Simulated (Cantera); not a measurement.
A perfectly stirred reactor is fed with H₂ : O₂ = 0.09 : 1 (molar parts), equivalence ratio 0.045, at 0.0132 atm; it is held at 1275 K, and followed from long to short residence time.

Cantera simulation using GRI-Mech 3.0 (53 species, 325 reactions); the numbers are that mechanism's predictions, not measurements. Radical loss at walls, strong at low pressure, is not modelled. The temperature is held fixed by assumption; the heat of reaction is taken as removed at once.

Q: Predict: x(H₂) at τ = 6.30 s; x(O₂) at τ = 6.30 s; x(H₂O) at τ = 6.30 s; x(O) at τ = 6.30 s; x(H₂O₂) at τ = 6.30 s; x(H₂) at τ = 98.0 ms; x(O₂) at τ = 98.0 ms; x(H₂O) at τ = 98.0 ms; x(O) at τ = 98.0 ms; x(H₂O₂) at τ = 98.0 ms.

A: 
```
Property                  Value
----------------------  -------
x(H₂) at τ = 6.30 s     8.49e-5
x(O₂) at τ = 6.30 s       0.912
x(H₂O) at τ = 6.30 s     0.0854
x(O) at τ = 6.30 s      0.00124
x(H₂O₂) at τ = 6.30 s   5.25e-8
x(H₂) at τ = 98.0 ms    0.00105
x(O₂) at τ = 98.0 ms      0.895
x(H₂O) at τ = 98.0 ms    0.0804
x(O) at τ = 98.0 ms      0.0163
x(H₂O₂) at τ = 98.0 ms  1.26e-7
```
